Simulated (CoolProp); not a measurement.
Vapour-liquid equilibrium of R143a (1) + n-butane (2) at 5.71 bar; x and y are mole fractions of (1).

Model: multi-fluid Helmholtz-energy mixture model, Lemmon and Jacobsen 2000 and Bücker 2006; pair parameters Bell 2016, in CoolProp.

Task: Give the bubble temperature and the first vapour's composition at x = 0.575, 0.65, 0.725. Is there an azeotrope?

Result: x = 0.575: 3.7 °C, y = 0.839; x = 0.65: 2.5 °C, y = 0.857; x = 0.725: 1.3 °C, y = 0.877. No azeotrope shows between x = 0.05 and 0.95.

Pair parameters are fitted to limited data, so mixtures are less certain than the pure fluids. With so large a gap from Raoult's law the liquid may split in two, which this calculation doesn't test in full.
